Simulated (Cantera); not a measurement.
Charge: 1 mol Pb, a varied amount of O2, 1.4 mol N2, equilibrated at 1100 °C and 50.3 Torr.

Method: chemical equilibrium by Gibbs-energy minimisation in Cantera with the NASA 1993 tables (ideal gas, pure condensed phases). Candidate condensed phases: Pb, PbO, PbO2, Pb3O4; 12 gas species. Each liquid is taken as pure. Mutual solubility and eutectic melting of coexisting phases are not modelled. Gases not in the tables: (PbO)n polymers. The numbers say what is thermodynamically allowed, not how fast it happens.

Task: At 0.3 mol O2, list the 4 most abundant gas species with their mole fractions, and the condensed phases.

Result: N2 0.882, Pb 0.0957, PbO 0.0222, Pb2 1.65e-5. Condensed: Pb(l) + PbO(l).
